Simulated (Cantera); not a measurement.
What does this Cantera script print?

```python
import numpy as np
import cantera as ct

gas_names = """
    C CH CH2 CH3 CH2OH CH3O CH4 CH3OH CO CO2 COOH C2 C2H CHCO,ketyl C2H2,acetylene C2H2,vinylidene
    CH2CO,ketene C2H3,vinyl CH3CO,acetyl C2H4 C2H4O,ethylen CH3CHO,ethanal CH3COOH (HCOOH)2 C2H5 C2H6
    CH3OCH3 C2H5OH C2O C3 C3H3,propargyl C3H4,allene C3H4,propyne C3H4,cyclo- C3H5,allyl C3H6,propylene
    C3H6,cyclo- C3H6O C3H7,n-propyl C3H7,i-propyl C3H8 C3H8O,1propanol C3H8O,2propanol C3O2 C4 C4H2
    C4H4,1,3-cyclo- C4H6,butadiene C4H6,2-butyne C4H6,cyclo- C4H8,1-butene C4H8,cis2-buten
    C4H8,tr2-butene C4H8,isobutene C4H8,cyclo- (CH3COOH)2 C4H9,n-butyl C4H9,i-butyl C4H9,s-butyl
    C4H9,t-butyl C4H10,isobutane C4H10,n-butane C5 C5H6,1,3cyclo- C5H8,cyclo- C5H10,1-pentene
    C5H10,cyclo- C5H11,pentyl C5H11,t-pentyl C5H12,n-pentane C5H12,i-pentane CH3C(CH3)2CH3 C6H2
    C6H5,phenyl C6H5O,phenoxy C6H6 C6H5OH,phenol C6H10,cyclo- C6H12,1-hexene C6H12,cyclo- C6H13,n-hexyl
    C7H7,benzyl C7H8 C7H8O,cresol C7H14,1-heptene C7H15,n-heptyl C7H16,n-heptane C8H8,styrene
    C8H10,ethylbenz C8H16,1-octene C8H17,n-octyl C8H18,isooctane C8H18,n-octane C9H19,n-nonyl
    C10H8,naphthale C10H21,n-decyl C12H9,o-bipheny C12H10,bipheny H HCO HO2 H2 HCHO,formaldehy HCOOH H2O
    H2O2 Mg MgH MgO MgOH MgO2H2 Mg2 O OH O2 O3
""".split()
cond_names = """
    C(gr) C6H6(L) C7H8(L) C8H18(L),n-octa H2O(s) H2O(L) Mg(cr) Mg(L) MgCO3(s) MgO(s) MgO(L) MgO2H2(s)
""".split()


def load(file, names, dense=False):
    # The tables refer to 1 bar. Condensed volumes are neglected.
    table = {s.name: s for s in ct.Species.list_from_file(file)}
    out = []
    for n in names:
        d = dict(table[n].input_data)
        d["thermo"] = dict(d["thermo"], **{"reference-pressure": 1e5})
        if dense:
            d["equation-of-state"] = {"model": "constant-volume", "density": "1e6 g/cm^3"}
        out.append(ct.Species.from_dict(d))
    return out


gas = ct.Solution(thermo="ideal-gas", species=load("nasa_gas.yaml", gas_names))
cond = {s.name: ct.Solution(thermo="fixed-stoichiometry", species=[s], name=s.name)
        for s in load("nasa_condensed.yaml", cond_names, dense=True)}
atoms = {
    'Mg(OH)2': {'Mg': 1, 'O': 2, 'H': 2},
    'CO2': {'C': 1, 'O': 2},
    'O2': {'O': 2},
}
top_T = {'C(gr)': 4500}  # K; cautious upper limits of use, not melting points


def equilibrate(T, P, feed):
    n = {}
    for name, mol in feed.items():
        for a, k in atoms[name].items():
            n[a] = n.get(a, 0.0) + k * mol
    gas.TPX = T, P, n
    mass = sum(n.values()) * gas.mean_molecular_weight
    gas.equilibrate("TP")
    valid = [c for c in cond.values() if c.min_temp <= T <= top_T.get(c.name, c.max_temp)]
    mix = ct.Mixture([(gas, mass / gas.mean_molecular_weight)] + [(c, 0.0) for c in valid])
    mix.T, mix.P = T, P
    mix.equilibrate("TP", solver="vcs", rtol=1e-11, max_steps=5000)
    return mix


results = []
feed = {'Mg(OH)2': 1, 'CO2': 0.046, 'O2': 0.62}  # mol
T = 1798  # K
for P in [10, 42, 180, 750, 3200, 13000, 56000, 240000, 1000000]:
    mix = equilibrate(T, P, feed)
    results.append((T, P, feed, dict(zip(mix.species_names, mix.species_moles))))

top = {s: max(r[3][s] / sum(r[3][g] for g in gas_names) for r in results) for s in gas_names}
cols = sorted((s for s in top if top[s] > 0.0001), key=lambda s: -top[s])[:7]
seen = [c for c in cond_names if any(r[3].get(c, 0) > 1e-12 for r in results)]
print("log10 of partial pressures in bar; condensed amounts in mol")
print(f"{'P/Pa':>10s}" + "".join(f"{s[:9]:>10s}" for s in cols + seen))
for T, P, feed, n in results:
    ng = sum(n[g] for g in gas_names)
    print(f"{P:10.4g}" + "".join(f"{np.log10(max(n[s] / ng * P / 1e5, 1e-99)):10.3f}" for s in cols)
          + "".join(f"{n.get(c, 0):10.4g}" for c in seen))
```

It prints:

```
log10 of partial pressures in bar; condensed amounts in mol
      P/Pa       H2O        O2       CO2        OH         O        H2         H    MgO(s)
        10    -4.239    -4.441    -5.579    -5.727    -6.143    -6.296    -6.601    0.9999
        42    -3.609    -3.813    -4.946    -5.255    -5.830    -5.979    -6.443         1
       180    -2.973    -3.179    -4.309    -4.778    -5.512    -5.660    -6.283         1
       750    -2.351    -2.557    -3.687    -4.312    -5.202    -5.349    -6.128         1
      3200    -1.719    -1.926    -3.055    -3.838    -4.886    -5.033    -5.970         1
   1.3e+04    -1.109    -1.317    -2.446    -3.381    -4.581    -4.728    -5.817         1
   5.6e+04    -0.475    -0.682    -1.811    -2.905    -4.264    -4.410    -5.659         1
   2.4e+05     0.158    -0.050    -1.179    -2.431    -3.948    -4.094    -5.500         1
     1e+06     0.778     0.570    -0.559    -1.966    -3.638    -3.784    -5.345         1
```

Equilibrium computed with Cantera from the NASA thermochemical tables; the gas is ideal and each condensed phase is pure.
